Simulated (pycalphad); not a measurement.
All values are pycalphad results on the COST 507 light-alloy database (1999) (1 atm), not direct measurements. The data set is of 1999 and partly superseded. Diffusion is slow at the low end, where real alloys seldom reach equilibrium.

## Ti-0.2966B (wt.%): equilibrium cooling sequence

```
T (°C)  phases above  phases below
------  ------------  ------------
1640.2        liquid  bcc + liquid
1541.0  bcc + liquid      bcc + BM
883.0       bcc + BM      BM + hcp
```

Changes were sought between steps of 100 K, so a narrower field can be missed.

Database names, with the compositions (at.%) that they take in these runs: BM: Ti 50 B 50.
